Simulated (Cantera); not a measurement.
An isothermal, constant-pressure homogeneous reactor starts with CH4 : H2 = 1 : 28 (molar parts), at 2023 K and 0.375 Torr. Integrator tolerance rtol = 1e-08.

Detailed kinetics in Cantera: GRI-Mech 3.0 (53 species, 325 reactions). GRI-Mech 3.0 stops at C3 and has no aromatics, soot or wall deposition, so with more carbon than oxygen in the feed, carbon stays in small species such as C2H2 where larger ones or solid carbon would form. Radical loss at walls, strong at low pressure, is not modelled.

**Question.** What does this change do: temperature 2023 to 1900 K?

**Answer.** 
| quantity | before | after |
|---|---|---|
| x(CH4) at 30.0 s | 1.94e-5 (gas-phase equilibrium 7.21e-7) | 0.000150 (gas-phase equilibrium 1.69e-6) |
| x(H2) at 30.0 s | 0.956 (gas-phase equilibrium 0.903) | 0.970 (gas-phase equilibrium 0.949) |
| x(CH3) at 30.0 s | 1.10e-5 (gas-phase equilibrium 1.27e-6) | 3.97e-5 (gas-phase equilibrium 1.24e-6) |
| x(C2H2) at 30.0 s | 0.0164 (gas-phase equilibrium 0.0160) | 0.0165 (gas-phase equilibrium 0.0164) |
| x(C2H4) at 30.0 s | 1.97e-7 (gas-phase equilibrium 4.25e-8) | 2.91e-7 (gas-phase equilibrium 9.37e-8) |
| x(H) at 30.0 s | 0.0275 (gas-phase equilibrium 0.0813) | 0.0129 (gas-phase equilibrium 0.0348) |

**Question.** What does this change do: temperature 2023 to 1950 K?

**Answer.** 
| quantity | before | after |
|---|---|---|
| x(CH4) at 30.0 s | 1.94e-5 (gas-phase equilibrium 7.21e-7) | 6.36e-5 (gas-phase equilibrium 1.19e-6) |
| x(H2) at 30.0 s | 0.956 (gas-phase equilibrium 0.903) | 0.966 (gas-phase equilibrium 0.934) |
| x(CH3) at 30.0 s | 1.10e-5 (gas-phase equilibrium 1.27e-6) | 2.31e-5 (gas-phase equilibrium 1.26e-6) |
| x(C2H2) at 30.0 s | 0.0164 (gas-phase equilibrium 0.0160) | 0.0165 (gas-phase equilibrium 0.0162) |
| x(C2H4) at 30.0 s | 1.97e-7 (gas-phase equilibrium 4.25e-8) | 2.41e-7 (gas-phase equilibrium 6.76e-8) |
| x(H) at 30.0 s | 0.0275 (gas-phase equilibrium 0.0813) | 0.0177 (gas-phase equilibrium 0.0499) |
